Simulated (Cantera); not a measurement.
Feed: 1 mol borazine, 0.22 mol H₂O, 23 mol H₂, held at 71.0 Pa.

Cantera equilibrium calculation (NASA polynomials, part measured and part estimated; ideal gas, pure solids and liquids). Candidate condensed phases: B, BN, B₂O₃, B₃O₃H₃, H₂O; 39 gas species. The feed counts by its element totals alone. The tables' values for BH₂ are old estimates; treat these amounts as uncertain. The numbers say what is thermodynamically allowed, not how fast it happens.

At 1902 °C, list the 6 most abundant gas species with their mole fractions, and the condensed phases.

H₂ 0.778, H 0.162, N₂ 0.0492, BO 0.00511, B 0.00272, HBO 0.00198. Condensed: B(s).
